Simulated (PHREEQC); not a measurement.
Make-up at 25 °C: 0.026 mol NH4Cl and 0.0018 mol NH3 per kg of water. Closed to the air; pH follows from the charge balance.

The numbers come from PHREEQC with the ion-association model, wateq4f.dat.

```csv
quantity,before,after
pH,8.15,10.22
NH4+ (mol/kgw),0.0260,0.000196
```

Task: What was changed between the two runs?
A) temperature from 25 to 60 °C
B) NH4Cl replaced by (CH3)4NCl at the same molality
C) temperature from 25 to 45 °C
D) temperature from 25 to 90 °C

Result: B, NH4Cl replaced by (CH3)4NCl at the same molality

Precipitation was switched off in this run. (CH3)4N+ isn't in the database: it is added as a free cation with an ion size of 4 Å.
